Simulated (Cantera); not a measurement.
A perfectly stirred reactor is fed with H2 : O2 = 0.11 : 1 (molar parts), at 20.0 Torr; it is held at 1323 K, and followed from long to short residence time.

Computed with Cantera and the H2/O2 subset of GRI-Mech 3.0, which has no nitrogen chemistry. Radical loss at walls, strong at low pressure, is not modelled. The temperature is held fixed by assumption; the heat of reaction is taken as removed at once.

Problem. Predict: x(H2) at τ = 0.790 s; x(O2) at τ = 0.790 s; x(H2O) at τ = 0.790 s; x(H2O2) at τ = 0.790 s; x(O) at τ = 0.790 s; x(H2) at τ = 5.50 ms; x(O2) at τ = 5.50 ms; x(H2O) at τ = 5.50 ms; x(H2O2) at τ = 5.50 ms; x(O) at τ = 5.50 ms.

Solution. 
- x(H2) at τ = 0.790 s = 0.000197
- x(O2) at τ = 0.790 s = 0.893
- x(H2O) at τ = 0.790 s = 0.103
- x(H2O2) at τ = 0.790 s = 1.17e-7
- x(O) at τ = 0.790 s = 0.00223
- x(H2) at τ = 5.50 ms = 0.00339
- x(O2) at τ = 5.50 ms = 0.854
- x(H2O) at τ = 5.50 ms = 0.0886
- x(H2O2) at τ = 5.50 ms = 2.94e-7
- x(O) at τ = 5.50 ms = 0.0351
